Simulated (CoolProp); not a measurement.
Vapour-liquid equilibrium of toluene (1) + n-octane (2) at 157.75 °C; x and y are mole fractions of (1).

Model: multi-fluid Helmholtz-energy mixture model, Lemmon 2006 and Beckmüller 2019; pair parameters Bell 2016, in CoolProp.

| x | bubble pressure, mixture model (MPa) | bubble pressure, Raoult's law (MPa) | y, mixture model | y, Raoult's law |
|---|---|---|---|---|
| 0.05 | 0.2369 | 0.2336 | 0.079 | 0.070 |
| 0.2 | 0.2595 | 0.2483 | 0.281 | 0.263 |
| 0.35 | 0.2789 | 0.2631 | 0.444 | 0.435 |
| 0.5 | 0.2951 | 0.2779 | 0.582 | 0.589 |
| 0.65 | 0.3082 | 0.2926 | 0.707 | 0.727 |
| 0.8 | 0.3184 | 0.3074 | 0.828 | 0.851 |
| 0.95 | 0.3255 | 0.3222 | 0.955 | 0.965 |

The largest gap from Raoult's law is +6.2 % in bubble pressure, at x = 0.5. No azeotrope shows between x = 0.05 and 0.95.

Pair parameters are fitted to limited data, so mixtures are less certain than the pure fluids.
